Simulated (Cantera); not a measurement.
A freely propagating, adiabatic, planar premixed flame of CH₄ : O₂ : N₂ : CO₂ = 1 : 2 : 5.6 : 0.38 (molar parts), equivalence ratio 1.0, unburnt at 473 K and 0.290 bar; mixture-averaged transport, grid criteria slope 0.08 and curve 0.16, no radiation.

Model: GRI-Mech 3.0 (53 species, 325 reactions), integrated in Cantera. Burning velocities carry a grid error of a few per cent, more on coarse grids.

**Question.** What does this change do: inlet temperature 473 to 375 K?

**Answer.** 
```
quantity                    before      after
------------------------  --------  ---------
laminar burning velocity  129 cm/s  90.2 cm/s
thermal thickness         0.909 mm   0.965 mm
peak x(OH)                  0.0135     0.0124
peak x(H₂O₂)               6.36e-6    1.04e-5
peak x(CO)                  0.0707     0.0686
```

**Question.** What does this change do: inlet temperature 473 to 350 K?

**Answer.** 
| quantity | before | after |
|---|---|---|
| laminar burning velocity | 129 cm/s | 81.6 cm/s |
| thermal thickness | 0.909 mm | 0.981 mm |
| peak x(OH) | 0.0135 | 0.0122 |
| peak x(H₂O₂) | 6.36e-6 | 1.19e-5 |
| peak x(CO) | 0.0707 | 0.0680 |
